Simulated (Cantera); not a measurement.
Input: 1 mol Si3N4, 0.067 mol CO2, a varied amount of H2, equilibrated at 1348 K and 47000 Pa.

Points: n(H2) (mol) = 25, 40, 65, 110, 170, 280, 450, 730.

Cantera's Mixture.equilibrate('TP', solver="vcs", rtol=1e-11, max_steps=5000) on the NASA tables stopped like this:

```
ERROR: FAILURE its = 5001!

*******************************************************************************
CanteraError thrown by MultiPhase::equilibrate:
VCS solver failed. Return code: -1
*******************************************************************************
```

Problem. What got this run through?

Solution. One answer among several that fit: The failure is numerical, not chemical. The same input converged with solver="gibbs", rtol=1e-10, max_steps=50000, and the result passed a check of the equilibrium conditions:
```
log10 of partial pressures in bar; condensed amounts in mol
     n(H2)        H2        N2    SiC(b) Si2N2O(s)  Si3N4(a)
        25    -0.330    -2.857   0.04426     0.134    0.8959
        40    -0.329    -3.074   0.04092     0.134     0.897
        65    -0.329    -3.301   0.03706     0.134    0.8983
       110    -0.328    -3.549    0.0324     0.134    0.8999
       170    -0.328    -3.757   0.02816     0.134    0.9013
       280    -0.328    -3.999   0.02286     0.134     0.903
       450    -0.328    -4.232   0.01742     0.134    0.9049
       730    -0.328    -4.474   0.01152     0.134    0.9068
```

The gas is ideal and each condensed phase is pure. Mutual solubility and eutectic melting of coexisting phases are not modelled.
